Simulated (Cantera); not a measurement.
Cantera run:

```python
import numpy as np
import cantera as ct

gas_names = """
    H HNO HNO2 HNO3 HO2 H2 H2O H2O2 N NH NH2 NH3 NH2OH NO NO2 NO3 N2 N2H2 N2H4 N2O O OH O2 O3 Si SiH
    SiH2 SiH3 SiH4 SiN SiO SiO2 Si2 Si2N Si3
""".split()
cond_names = """
    H2O(s) H2O(L) Si(cr) Si(L) SiO2(Lqz) SiO2(hqz) SiO2(L) Si2N2O(s) Si3N4(a)
""".split()


def load(file, names, dense=False):
    # The tables refer to 1 bar. Condensed volumes are neglected.
    table = {s.name: s for s in ct.Species.list_from_file(file)}
    out = []
    for n in names:
        d = dict(table[n].input_data)
        d["thermo"] = dict(d["thermo"], **{"reference-pressure": 1e5})
        if dense:
            d["equation-of-state"] = {"model": "constant-volume", "density": "1e6 g/cm^3"}
        out.append(ct.Species.from_dict(d))
    return out


gas = ct.Solution(thermo="ideal-gas", species=load("nasa_gas.yaml", gas_names))
cond = {s.name: ct.Solution(thermo="fixed-stoichiometry", species=[s], name=s.name)
        for s in load("nasa_condensed.yaml", cond_names, dense=True)}
atoms = {
    'Si': {'Si': 1},
    'N2O': {'N': 2, 'O': 1},
    'H2': {'H': 2},
}
top_T = {'Si2N2O(s)': 2100, 'Si3N4(a)': 2400}  # K; cautious upper limits of use, not melting points


def equilibrate(T, P, feed):
    n = {}
    for name, mol in feed.items():
        for a, k in atoms[name].items():
            n[a] = n.get(a, 0.0) + k * mol
    gas.TPX = T, P, n
    mass = sum(n.values()) * gas.mean_molecular_weight
    gas.equilibrate("TP")
    valid = [c for c in cond.values() if c.min_temp <= T <= top_T.get(c.name, c.max_temp)]
    mix = ct.Mixture([(gas, mass / gas.mean_molecular_weight)] + [(c, 0.0) for c in valid])
    mix.T, mix.P = T, P
    mix.equilibrate("TP", solver="vcs", rtol=1e-11, max_steps=5000)
    return mix


results = []
T = 1048.15  # K
P = 29000  # Pa
for m in [0.016, 0.022, 0.03, 0.042, 0.057, 0.079, 0.11, 0.15, 0.21, 0.28, 0.39, 0.53, 0.73]:
    feed = {'Si': 1, 'N2O': m, 'H2': 1}  # mol
    mix = equilibrate(T, P, feed)
    results.append((T, P, feed, dict(zip(mix.species_names, mix.species_moles))))
    x = sorted(zip(gas.X, gas.species_names), reverse=True)
    print(f"T = {T:g} K  P = {P:g} Pa  n(N2O) = {m:g} mol  gas = {mix.phase_moles(0):.4g} mol")
    print("   x: " + "  ".join(f"{s} {v:.3e}" for v, s in x if v > 1e-06))
    print("   condensed (mol): " + ("  ".join(f"{mix.phase(i).name} {mix.phase_moles(i):.4g}"
          for i in range(1, mix.n_phases) if mix.phase_moles(i) > 1e-12) or "none"))
```

Output:

```
T = 1048.15 K  P = 29000 Pa  n(N2O) = 0.016 mol  gas = 1 mol
   x: H2 1.000e+00
   condensed (mol): Si(cr) 0.968  Si2N2O(s) 0.016
T = 1048.15 K  P = 29000 Pa  n(N2O) = 0.022 mol  gas = 1 mol
   x: H2 1.000e+00
   condensed (mol): Si(cr) 0.956  Si2N2O(s) 0.022
T = 1048.15 K  P = 29000 Pa  n(N2O) = 0.03 mol  gas = 1 mol
   x: H2 1.000e+00
   condensed (mol): Si(cr) 0.94  Si2N2O(s) 0.03
T = 1048.15 K  P = 29000 Pa  n(N2O) = 0.042 mol  gas = 1 mol
   x: H2 1.000e+00
   condensed (mol): Si(cr) 0.916  Si2N2O(s) 0.042
T = 1048.15 K  P = 29000 Pa  n(N2O) = 0.057 mol  gas = 1 mol
   x: H2 1.000e+00
   condensed (mol): Si(cr) 0.886  Si2N2O(s) 0.057
T = 1048.15 K  P = 29000 Pa  n(N2O) = 0.079 mol  gas = 1 mol
   x: H2 1.000e+00
   condensed (mol): Si(cr) 0.842  Si2N2O(s) 0.079
T = 1048.15 K  P = 29000 Pa  n(N2O) = 0.11 mol  gas = 1 mol
   x: H2 1.000e+00
   condensed (mol): Si(cr) 0.78  Si2N2O(s) 0.11
T = 1048.15 K  P = 29000 Pa  n(N2O) = 0.15 mol  gas = 1 mol
   x: H2 1.000e+00
   condensed (mol): Si(cr) 0.7  Si2N2O(s) 0.15
T = 1048.15 K  P = 29000 Pa  n(N2O) = 0.21 mol  gas = 1 mol
   x: H2 1.000e+00
   condensed (mol): Si(cr) 0.58  Si2N2O(s) 0.21
T = 1048.15 K  P = 29000 Pa  n(N2O) = 0.28 mol  gas = 1 mol
   x: H2 1.000e+00
   condensed (mol): Si(cr) 0.44  Si2N2O(s) 0.28
T = 1048.15 K  P = 29000 Pa  n(N2O) = 0.39 mol  gas = 1 mol
   x: H2 1.000e+00
   condensed (mol): Si(cr) 0.22  Si2N2O(s) 0.39
T = 1048.15 K  P = 29000 Pa  n(N2O) = 0.53 mol  gas = 1.04 mol
   x: H2 9.615e-01  N2 3.844e-02  H2O 4.050e-05  NH3 2.300e-05
   condensed (mol): SiO2(hqz) 0.01997  Si2N2O(s) 0.49
T = 1048.15 K  P = 29000 Pa  n(N2O) = 0.73 mol  gas = 1.307 mol
   x: H2 7.652e-01  N2 2.347e-01  H2O 5.891e-05  NH3 4.034e-05
   condensed (mol): SiO2(hqz) 0.1533  Si2N2O(s) 0.4234
```

Cantera equilibrium calculation (NASA polynomials, part measured and part estimated; ideal gas, pure solids and liquids). Mutual solubility and eutectic melting of coexisting phases are not modelled.
